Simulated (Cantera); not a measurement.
Equilibrium for silicon epitaxy and polysilicon growth: Si2Cl6 + HCl + H2

Input: 1 mol Si2Cl6, 0.059 mol HCl, 650 mol H2, at 0.210 bar.

Cantera equilibrium calculation (NASA polynomials, part measured and part estimated; ideal gas, pure solids and liquids). Candidate condensed phases: Si; 19 gas species. The feed counts by its element totals alone. The tables' values for SiCl3 are old estimates; treat these amounts as uncertain. Kinetics and transport are ignored.

| T (K) | x H2 | x HCl | x SiHCl3 | x SiCl4 | x SiCl2 | x SiH2Cl2 | x H | x SiCl3 | n Si(s) |
|---|---|---|---|---|---|---|---|---|---|
| 825 | 0.997 | 0.000928 | 0.00134 | 0.00101 | 9.57e-7 | 0.000150 | 1.73e-11 | 3.31e-6 | 0.366 |
| 925 | 0.995 | 0.00266 | 0.00106 | 0.000778 | 1.03e-5 | 0.000141 | 5.67e-10 | 1.42e-5 | 0.692 |
| 1025 | 0.993 | 0.00548 | 0.000610 | 0.000391 | 5.39e-5 | 0.000105 | 9.48e-9 | 3.18e-5 | 1.22 |
| 1125 | 0.992 | 0.00787 | 0.000195 | 8.93e-5 | 0.000132 | 5.25e-5 | 9.66e-8 | 3.10e-5 | 1.67 |
| 1225 | 0.991 | 0.00865 | 4.05e-5 | 1.13e-5 | 0.000184 | 1.93e-5 | 6.77e-7 | 1.63e-5 | 1.82 |
| 1325 | 0.991 | 0.00878 | 8.80e-6 | 1.52e-6 | 0.000213 | 7.29e-6 | 3.55e-6 | 7.73e-6 | 1.84 |
| 1425 | 0.991 | 0.00878 | 2.29e-6 | 2.59e-7 | 0.000235 | 3.09e-6 | 1.48e-5 | 3.93e-6 | 1.84 |
| 1525 | 0.991 | 0.00876 | 7.07e-7 | 5.53e-8 | 0.000253 | 1.46e-6 | 5.14e-5 | 2.17e-6 | 1.83 |
x: gas mole fraction; n: condensed amount in mol.

From 825 K to 1525 K the condensed part is Si(s). The main Si-bearing gas is SiHCl3 at 825 K and SiCl2 at 1525 K. The share of Si in condensed phases is highest at 1325 K (92.1 %) and lowest at 825 K (18.3 %).
